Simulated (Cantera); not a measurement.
Mixture: CH₄ : H₂ : O₂ : N₂ = 1 : 0.76 : 4.49 : 16.9 (molar parts), at 1.01 bar, adiabatic and at constant pressure. Ignition delay is the time to a rise of 400 K.

Detailed kinetics in Cantera: GRI-Mech 3.0 (53 species, 325 reactions).

Problem. Predict: delay at 1325 K; delay at 1400 K; delay at 1475 K; delay at 1550 K; delay at 1625 K; apparent activation energy between 1475 and 1625 K.

Solution. 
* **delay at 1325 K**: 0.362 ms
* **delay at 1400 K**: 0.224 ms
* **delay at 1475 K**: 0.148 ms
* **delay at 1550 K**: 0.102 ms
* **delay at 1625 K**: 72.8 µs
* **apparent activation energy between 1475 and 1625 K**: 94 kJ/mol
